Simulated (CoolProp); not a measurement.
Values from CoolProp's reference Helmholtz-energy equation of state, Thol 2017.

**Question.** Give the vapour pressure (kPa), vapour density (kg/m³), enthalpy of vaporisation (kJ/kg), liquid cp (kJ/(kg K)) of saturated octamethyltrisiloxane (MDM) at 407.9, 423.7 K.

**Answer.** 
```
T (K)  p (kPa)  vapour density (kg/m³)  enthalpy of vaporisation (kJ/kg)  liquid cp (kJ/(kg K))
-----  -------  ----------------------  --------------------------------  ---------------------
407.9     62.1                    4.57                               160                   2.06
423.7     96.3                    6.97                               153                   2.11
```
